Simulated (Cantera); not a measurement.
What does this Cantera script print?

```python
import numpy as np
import cantera as ct

gas_names = """
    C CO CO2 C2 C2O C3 C3O2 C4 C5 O O2 O3
""".split()
cond_names = """
    C(gr)
""".split()


def load(file, names, dense=False):
    # The tables refer to 1 bar. Condensed volumes are neglected.
    table = {s.name: s for s in ct.Species.list_from_file(file)}
    out = []
    for n in names:
        d = dict(table[n].input_data)
        d["thermo"] = dict(d["thermo"], **{"reference-pressure": 1e5})
        if dense:
            d["equation-of-state"] = {"model": "constant-volume", "density": "1e6 g/cm^3"}
        out.append(ct.Species.from_dict(d))
    return out


gas = ct.Solution(thermo="ideal-gas", species=load("nasa_gas.yaml", gas_names))
cond = {s.name: ct.Solution(thermo="fixed-stoichiometry", species=[s], name=s.name)
        for s in load("nasa_condensed.yaml", cond_names, dense=True)}
atoms = {
    'C': {'C': 1},
    'O2': {'O': 2},
}
top_T = {'C(gr)': 4500}  # K; cautious upper limits of use, not melting points


def equilibrate(T, P, feed):
    n = {}
    for name, mol in feed.items():
        for a, k in atoms[name].items():
            n[a] = n.get(a, 0.0) + k * mol
    gas.TPX = T, P, n
    mass = sum(n.values()) * gas.mean_molecular_weight
    gas.equilibrate("TP")
    valid = [c for c in cond.values() if c.min_temp <= T <= top_T.get(c.name, c.max_temp)]
    mix = ct.Mixture([(gas, mass / gas.mean_molecular_weight)] + [(c, 0.0) for c in valid])
    mix.T, mix.P = T, P
    mix.equilibrate("TP", solver="vcs", rtol=1e-11, max_steps=5000)
    return mix


results = []
feed = {'C': 1, 'O2': 0.64}  # mol
P = 10000  # Pa
for T in [2225, 2250, 2275, 2300, 2325, 2350, 2375, 2400, 2425, 2450, 2475, 2500, 2525]:
    mix = equilibrate(T, P, feed)
    results.append((T, P, feed, dict(zip(mix.species_names, mix.species_moles))))

top = {s: max(r[3][s] / sum(r[3][g] for g in gas_names) for r in results) for s in gas_names}
cols = sorted((s for s in top if top[s] > 0.0001), key=lambda s: -top[s])[:6]
seen = [c for c in cond_names if any(r[3].get(c, 0) > 1e-12 for r in results)]
print("log10 of partial pressures in bar; condensed amounts in mol")
print(f"{'T/K':>10s}" + "".join(f"{s[:9]:>10s}" for s in cols + seen))
for T, P, feed, n in results:
    ng = sum(n[g] for g in gas_names)
    print(f"{T:10.4g}" + "".join(f"{np.log10(max(n[s] / ng * P / 1e5, 1e-99)):10.3f}" for s in cols)
          + "".join(f"{n.get(c, 0):10.4g}" for c in seen))
```

Result:

```
log10 of partial pressures in bar; condensed amounts in mol
       T/K        CO       CO2         O        O2
      2225    -1.143    -1.553    -5.057    -5.114
      2250    -1.143    -1.553    -4.918    -4.970
      2275    -1.143    -1.554    -4.782    -4.829
      2300    -1.142    -1.554    -4.650    -4.692
      2325    -1.142    -1.554    -4.521    -4.558
      2350    -1.142    -1.555    -4.394    -4.427
      2375    -1.142    -1.556    -4.270    -4.300
      2400    -1.142    -1.557    -4.150    -4.176
      2425    -1.142    -1.558    -4.032    -4.055
      2450    -1.142    -1.559    -3.917    -3.937
      2475    -1.141    -1.561    -3.805    -3.823
      2500    -1.141    -1.564    -3.695    -3.713
      2525    -1.140    -1.567    -3.589    -3.606
```

Cantera equilibrium calculation (NASA polynomials, part measured and part estimated; ideal gas, pure solids and liquids).
